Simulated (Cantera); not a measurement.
Feed: 1 mol B2O3, 41 mol N2, 61 mol H2, equilibrated at 1427 °C.

These are equilibrium values from Cantera (NASA tables, ideal gas, pure condensed phases), not measurements of a reactor. Candidate condensed phases: B, BN, B2O3, B3O3H3, H2O; 39 gas species. Mutual solubility and eutectic melting of coexisting phases are not modelled. Rates play no part.

Problem. At 1.00 bar, list the 7 most abundant gas species with their mole fractions, and the condensed phases.

Solution. H2 0.589, N2 0.399, HBO2 0.00636, H2O 0.00310, HBO 0.00197, B2O3 0.000782, H 0.000113. Condensed: BN(s) + B2O3(l).
